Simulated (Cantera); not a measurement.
What does this Cantera script print?

```python
import numpy as np
import cantera as ct

gas = ct.Solution("h2o2.yaml")
gas.TPX = 450, 260000, {'H2': 1, 'O2': 0.5, 'N2': 1.75}
flame = ct.FreeFlame(gas, width=0.02)
flame.set_refine_criteria(ratio=3, slope=0.08, curve=0.16)
flame.transport_model = "mixture-averaged"
flame.solve(loglevel=0, auto=True)
flame.transport_model = "multicomponent"
flame.soret_enabled = True
flame.solve(loglevel=0, refine_grid=True)
z, T = flame.grid, flame.T
thick = (T[-1] - T[0]) / np.gradient(T, z).max()
show = ['H2', 'O2', 'O', 'H2O', 'H2O2', 'H']
print(f"laminar burning velocity  {flame.velocity[0] * 100:.3f} cm/s")
print(f"burnt temperature         {T[-1]:.1f} K")
print(f"thermal thickness         {thick * 1e3:.4f} mm")
print(f"grid points               {len(z)}")
z0 = z[flame.heat_release_rate.argmax()]
print(f"{'z/mm':>9s}{'T/K':>9s}{'u/(m/s)':>9s}" + "".join(f"{s:>11s}" for s in show))
rows = []
for k in (-3, -2, -1.5, -1, -0.5, -0.25, 0, 0.25, 0.5, 1, 2, 4, 8):
    zz = z0 + k * thick
    rows.append([k * thick, np.interp(zz, z, T), np.interp(zz, z, flame.velocity),
                 *(np.interp(zz, z, flame.X[gas.species_index(s)]) for s in show)])
    print(f"{rows[-1][0] * 1e3:9.3f}{rows[-1][1]:9.1f}{rows[-1][2]:9.3f}" + "".join(f"{x:11.3e}" for x in rows[-1][3:]))
```

It prints:

```
laminar burning velocity  431.844 cm/s
burnt temperature         2533.5 K
thermal thickness         0.1148 mm
grid points               113
     z/mm      T/K  u/(m/s)         H2         O2          O        H2O       H2O2          H
   -0.344    450.0    4.318  3.077e-01  1.538e-01  7.033e-13  6.541e-11  2.021e-13  1.599e-15
   -0.230    450.0    4.318  3.076e-01  1.539e-01  6.463e-11  7.116e-09  3.003e-11  1.473e-13
   -0.172    450.0    4.317  3.075e-01  1.539e-01  4.971e-10  5.967e-08  2.904e-10  1.157e-12
   -0.115    450.2    4.310  3.058e-01  1.543e-01  1.782e-08  3.075e-06  2.169e-08  9.770e-11
   -0.057    472.1    4.380  2.810e-01  1.594e-01  2.853e-06  8.964e-04  1.086e-05  4.856e-06
   -0.029    740.8    6.577  2.320e-01  1.561e-01  2.117e-04  2.460e-02  9.364e-05  1.977e-03
    0.000   1243.9   10.791  1.547e-01  1.177e-01  3.305e-03  1.083e-01  2.657e-05  1.797e-02
    0.029   1600.7   13.790  8.095e-02  6.323e-02  8.420e-03  2.038e-01  5.175e-06  3.487e-02
    0.057   1789.3   15.352  5.236e-02  3.760e-02  1.004e-02  2.466e-01  2.842e-06  3.666e-02
    0.115   1977.8   16.837  4.255e-02  2.612e-02  8.957e-03  2.688e-01  1.526e-06  2.859e-02
    0.230   2152.4   18.137  3.789e-02  2.108e-02  6.383e-03  2.843e-01  9.161e-07  1.861e-02
    0.459   2302.0   19.203  3.155e-02  1.675e-02  4.037e-03  3.001e-01  6.393e-07  1.095e-02
    0.919   2415.9   19.985  2.469e-02  1.315e-02  2.391e-03  3.143e-01  4.958e-07  6.063e-03
```

Computed with Cantera and the H2/O2 subset of GRI-Mech 3.0, which has no nitrogen chemistry. The hydrogen kinetics of GRI-Mech 3.0 are dated; newer H2 mechanisms differ, most at raised pressure. Burning velocities carry a grid error of a few per cent, more on coarse grids.
